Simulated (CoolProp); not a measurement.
Vapour-liquid equilibrium of R13 (1) + R11 (2) at 0.0433 MPa; x and y are mole fractions of (1).

Values from CoolProp's multi-fluid Helmholtz-energy mixture model, Platzer 1990 and Jacobsen 1992; pair parameters Bell 2016. This equation is an older, rougher fit; its heat capacities, sound speeds and derivatives of the liquid may be far off and weren't checked against measurements.

Problem. Give the bubble temperature and the first vapour's composition at x = 0.5, 0.725, 0.95. Is there an azeotrope?

Solution. x = 0.5: 184.0 K, y = 0.999; x = 0.725: 180.9 K, y = 0.999; x = 0.95: 178.0 K, y = 1.000. No azeotrope shows between x = 0.05 and 0.95.

Pair parameters are fitted to limited data, so mixtures are less certain than the pure fluids. With so large a gap from Raoult's law the liquid may split in two, which this calculation doesn't test in full.
